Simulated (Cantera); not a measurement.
Charge: 1 mol Cr₂O₃, a varied amount of H₂, 20 mol N₂, at 1427 °C and 0.00330 bar.

Method: chemical equilibrium by Gibbs-energy minimisation in Cantera with the NASA 1993 tables (ideal gas, pure condensed phases). Candidate condensed phases: Cr, CrN, Cr₂N, Cr₂O₃, H₂O; 29 gas species. Equilibrium is a limit: real reactors are often held back by kinetics, nucleation or transport.

### Question
What share of the Cr ends up in condensed phases as a function of n(H₂) (mol), at 130, 150, 180, 220, 260, 310, 370, 440, 530, 630?

### Answer
```csv
n(H₂) (mol),Cr condensed (%),as
130,74.2,Cr₂O₃(s)
150,70.4,Cr₂O₃(s)
180,64.7,Cr₂O₃(s)
220,57.2,Cr₂O₃(s)
260,49.7,Cr₂O₃(s)
310,40.3,Cr₂O₃(s)
370,29.0,Cr₂O₃(s)
440,15.9,Cr₂O₃(s)
530,0.0,-
630,0.0,-
```
